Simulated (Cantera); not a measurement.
Charge: 1 mol CH3SiCl3, 0.36 mol C2H4, 770 mol H2, at 1.70 mbar.

Equilibrium computed with Cantera from the NASA thermochemical tables; the gas is ideal and each condensed phase is pure. Candidate condensed phases: C, C6H6, C7H8, C8H18, Si, SiC; 109 gas species. The feed counts by its element totals alone. Equilibrium is a limit: real reactors are often held back by kinetics, nucleation or transport. All values below are at 1725 K.

Base state: H2 0.992, H 0.00449, HCl 0.00385, C2H2 (acetylene) 9.14e-5, Cl 1.35e-5, Si 1.01e-5 (mole fractions); condensed: C(graphite) + SiC(s).

Question: What changes in the equilibrium state with this change: pressure from 1.70 mbar to 17.0 mbar?

Answer: 
```tsv
species	before	after
H2	0.992	0.995
HCl	0.00385	0.00387
H	0.00449	0.00142
Si	1.01e-5	1.01e-6
CH4	1.67e-6	1.68e-5
Cl	1.35e-5	4.28e-6
C(graphite), mol	0.586	0.566
SiC(s), mol	0.990	0.998
```
